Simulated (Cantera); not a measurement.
A closed system holds: 1 mol borazine, 3.1 mol O2, equilibrated at 1198.15 K and 0.100 bar.

These are equilibrium values from Cantera (NASA tables, ideal gas, pure condensed phases), not measurements of a reactor. Candidate condensed phases: B, BN, B2O3, B3O3H3, H2O; 39 gas species. The feed counts by its element totals alone. Gases not in the tables: H3BO3. The numbers say what is thermodynamically allowed, not how fast it happens.

**Question.** What is the equilibrium state?

**Answer.** 
```json
{
  "x(H2O)": "0.376",
  "x(N2)": "0.333",
  "x(H2)": "0.289",
  "x(HBO2)": "0.00157",
  "x((HBO2)3)": "0.000856",
  "x(NH3)": "1.73e-6",
  "n(B2O3(l))": "1.49 mol",
  "gas_amount": "4.502 mol",
  "log10 activity of B(s) (absent)": "-9.57",
  "log10 activity of B3O3H3(s) (absent)": "-17.91"
}
```
